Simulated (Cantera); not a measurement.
Input (Python, Cantera) and output of one run.

```python
import numpy as np
import cantera as ct

gas_names = """
    Cr CrO CrO2 CrO3 H HO2 H2 H2O H2O2 O OH O2 O3
""".split()
cond_names = """
    Cr(cr) Cr(L) Cr2O3(s) Cr2O3(L) H2O(s) H2O(L)
""".split()


# ... load() reads the species with a 1 bar reference pressure and builds the phases ...
atoms = {
    'Cr': {'Cr': 1},
    'H2O': {'H': 2, 'O': 1},
    'H2': {'H': 2},
}
top_T = {}  # K; cautious upper limits of use, not melting points


# ... equilibrate(T, P, feed) seeds the gas with the atoms and calls Mixture.equilibrate('TP', solver="vcs", rtol=1e-11, max_steps=5000) ...
results = []
feed = {'Cr': 1, 'H2O': 0.83, 'H2': 67}  # mol
T = 1075  # K
P = 4000  # Pa
mix = equilibrate(T, P, feed)
results.append((T, P, feed, dict(zip(mix.species_names, mix.species_moles))))
print(gas.report(threshold=1e-05))
for i in range(1, mix.n_phases):
    print(f"{mix.phase(i).name:16s} {mix.phase_moles(i):12.5e} mol")
```

Result:

```
       temperature   1075 K
          pressure   4000 Pa
           density   0.00090238 kg/m^3
  mean mol. weight   2.0164 kg/kmol
   phase of matter   gas

                          1 kg             1 kmol
                     ---------------   ---------------
          enthalpy        1.1385e+07        2.2957e+07  J
   internal energy        6.9523e+06        1.4019e+07  J
           entropy             96806         1.952e+05  J/K
    Gibbs function       -9.2681e+07       -1.8688e+08  J
 heat capacity c_p             15135             30519  J/K
 heat capacity c_v             11012             22204  J/K

                      mass frac. Y      mole frac. X     chem. pot. / RT
                     ---------------   ---------------   ---------------
                H2           0.99979           0.99998           -20.907
               H2O        0.00021259        2.3795e-05           -66.016
     [  +11 minor]        3.8285e-08        7.3435e-08

Cr(cr)            4.47743e-01 mol
Cr2O3(s)          2.76129e-01 mol
```

Cantera equilibrium calculation (NASA polynomials, part measured and part estimated; ideal gas, pure solids and liquids). Mutual solubility and eutectic melting of coexisting phases are not modelled.
